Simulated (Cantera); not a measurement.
An adiabatic, constant-pressure homogeneous reactor starts with 5.15 % CH4, 19.4 % O2, 73.1 % N2, 2.32 % H2O, equivalence ratio 0.53, at 1775 K and 10.9 atm.

Detailed kinetics in Cantera: GRI-Mech 3.0 (53 species, 325 reactions).

Problem. Predict: time of steepest temperature rise; temperature at 7.00 s; equilibrium temperature; x(O2) at 7.00 s; x(H2O) at 7.00 s; x(CO) at 7.00 s; x(HO2) at 7.00 s.

Solution. 
```
Item                                                                 Value
---------------------------------  ---------------------------------------
time of steepest temperature rise                                  16.5 µs
temperature at 7.00 s                                               2670 K
equilibrium temperature                                             2670 K
x(O2) at 7.00 s                      0.0804 (gas-phase equilibrium 0.0804)
x(H2O) at 7.00 s                       0.118 (gas-phase equilibrium 0.118)
x(CO) at 7.00 s                    0.00428 (gas-phase equilibrium 0.00428)
x(HO2) at 7.00 s                   2.08e-5 (gas-phase equilibrium 2.08e-5)
```
